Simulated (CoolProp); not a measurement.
Computed with CoolProp (reference Helmholtz-energy equation of state, Lemmon 2003). It is a pseudo-pure fit of the blend.

**Question.** For R404A, give the phase and the cp (kJ/(kg K)), speed of sound (m/s) at 500 K and 0.862 MPa; 500 K and 2.15 MPa; 500 K and 5.6 MPa.

**Answer.** 
- 500 K and 0.862 MPa: gas; cp 1.19, speed of sound 211
- 500 K and 2.15 MPa: gas; cp 1.22, speed of sound 206
- 500 K and 5.6 MPa: supercritical; cp 1.31, speed of sound 197
